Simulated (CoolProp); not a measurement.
Values from CoolProp's reference Helmholtz-energy equation of state, Lemmon 2006. It is a short technical equation, of lower accuracy than the large ones.

Question: Give the vapour pressure (kPa), enthalpy of vaporisation (kJ/kg), liquid viscosity (µPa s), vapour viscosity (µPa s) of saturated R142b at 44.85, 48.55 °C.

Answer: 
```tsv
T (°C)	p (kPa)	enthalpy of vaporisation (kJ/kg)	liquid viscosity (µPa s)	vapour viscosity (µPa s)
44.85	596	188	186	10.9
48.55	657	185	179	11.1
```

Viscosity comes from a separate model (Huber 2003), an estimate that may be off by 10 % or more.
